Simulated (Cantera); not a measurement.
Input (Python, Cantera) and output of one run.

```python
import numpy as np
import cantera as ct

gas_names = [...]  # 110 gases of nasa_gas.yaml made of C, H, O
cond_names = """
    C(gr) C6H6(L) C7H8(L) C8H18(L),n-octa H2O(s) H2O(L)
""".split()


# ... load() reads the species with a 1 bar reference pressure and builds the phases ...
atoms = {
    'C6H6': {'C': 6, 'H': 6},
    'H2': {'H': 2},
    'H2O': {'H': 2, 'O': 1},
}
top_T = {'C(gr)': 4500}  # K; cautious upper limits of use, not melting points


# ... equilibrate(T, P, feed) seeds the gas with the atoms and calls Mixture.equilibrate('TP', solver="vcs", rtol=1e-11, max_steps=5000) ...
results = []
feed = {'C6H6': 1, 'H2': 73, 'H2O': 0.074}  # mol
T = 1573  # K
P = 6000  # Pa
mix = equilibrate(T, P, feed)
results.append((T, P, feed, dict(zip(mix.species_names, mix.species_moles))))
x = sorted(zip(gas.X, gas.species_names), reverse=True)
print(f"T = {T:g} K  P = {P:g} Pa  gas = {mix.phase_moles(0):.4g} mol")
print("   x: " + "  ".join(f"{s} {v:.3e}" for v, s in x if v > 1e-05))
print("   condensed (mol): " + ("  ".join(f"{mix.phase(i).name} {mix.phase_moles(i):.4g}"
      for i in range(1, mix.n_phases) if mix.phase_moles(i) > 1e-12) or "none"))
```

Result:

```
T = 1573 K  P = 6000 Pa  gas = 76.15 mol
   x: H2 9.987e-01  CO 9.718e-04  H 1.659e-04  CH4 1.098e-04  C2H2,acetylene 2.062e-05
   condensed (mol): C(gr) 5.914
```

Cantera equilibrium calculation (NASA polynomials, part measured and part estimated; ideal gas, pure solids and liquids).
